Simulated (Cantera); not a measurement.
## H2O + H2 (abatement and gas-phase synthesis)

Feed: 1 mol H2O, 0.32 mol H2, at 900 K and 0.383 Torr.

Cantera equilibrium calculation (NASA polynomials, part measured and part estimated; ideal gas, pure solids and liquids). Candidate condensed phases: H2O; 9 gas species. The numbers say what is thermodynamically allowed, not how fast it happens.

The x(H2O) is 0.758, the x(H2) is 0.242 and the gas amount is 1.320 mol.
